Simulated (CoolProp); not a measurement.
Model: reference Helmholtz-energy equation of state, Thol 2014, in CoolProp.

For diethyl ether, give the phase and the density (kg/m³), cp (kJ/(kg K)), cv (kJ/(kg K)), Joule-Thomson coefficient (K/MPa) at 204.45 °C and 0.596 MPa; 222.05 °C and 0.596 MPa.


- 204.45 °C and 0.596 MPa: gas; density 11.7, cp 2.24, cv 2.09, Joule-Thomson coefficient 7.94
- 222.05 °C and 0.596 MPa: gas; density 11.2, cp 2.28, cv 2.13, Joule-Thomson coefficient 7.06
